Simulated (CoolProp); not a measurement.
A single-stage vapour-compression cycle with R1233zd(E): evaporating at 311.15 K (dew point), condensing at 362.15 K (bubble point), superheat 2 K, subcooling 5 K, compressor efficiency 0.8, no pressure losses. Each further row changes one setting.

The numbers come from the reference Helmholtz-energy equation of state, Akasaka 2022 in CoolProp.

```csv
case,cooling COP,pressure ratio,discharge temperature (K),refrigerating effect (kJ/kg),volumetric capacity (kJ/m³)
as stated,3.91,4.02,363.4,127,1380
evaporating temperature 316.15 K,4.52,(withheld),363.2,131,(withheld)
condensing temperature 357.15 K,4.48,3.58,(withheld),134,1460
subcooling 10 K,4.11,4.02,363.4,134,1460
superheat 12 K,3.99,4.02,373.4,(withheld),1420
compressor efficiency 0.7,(withheld),4.02,(withheld),127,1380
```

Task: Complete the blanks.

Result: 
- evaporating temperature 316.15 K, pressure ratio: 3.43
- evaporating temperature 316.15 K, volumetric capacity (kJ/m³): 1650
- condensing temperature 357.15 K, discharge temperature (K): 358.7
- superheat 12 K, refrigerating effect (kJ/kg): 136
- compressor efficiency 0.7, cooling COP: 3.42
- compressor efficiency 0.7, discharge temperature (K): 368.0
